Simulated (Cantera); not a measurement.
Input: 1 mol BN, 0.29 mol O2, 0.47 mol N2, 5.2 mol F2, at 1298 K and 1.33 mbar.

These are equilibrium values from Cantera (NASA tables, ideal gas, pure condensed phases), not measurements of a reactor. Candidate condensed phases: B, BN, B2O3; 31 gas species. Equilibrium is a limit: real reactors are often held back by kinetics, nucleation or transport.

Base state: F 0.765, BF3 0.104, N2 0.100, O2 0.0300, F2 0.000840, NO 5.28e-5 (mole fractions); condensed: gas only.

**Question.** What changes in the equilibrium state with this change: temperature from 1298 K to 1875 K?

**Answer.** 
```json
[
 {"species": "F", "before": "0.765", "after": "0.766"},
 {"species": "BF3", "before": "0.104", "after": "0.103"},
 {"species": "N2", "before": "0.100", "after": "0.100"},
 {"species": "O", "before": "8.10e-7", "after": "0.00112"},
 {"species": "O2", "before": "0.0300", "after": "0.0291"},
 {"species": "F2", "before": "0.000840", "after": "7.15e-6"},
 {"species": "NO", "before": "5.28e-5", "after": "0.000704"}
]
```
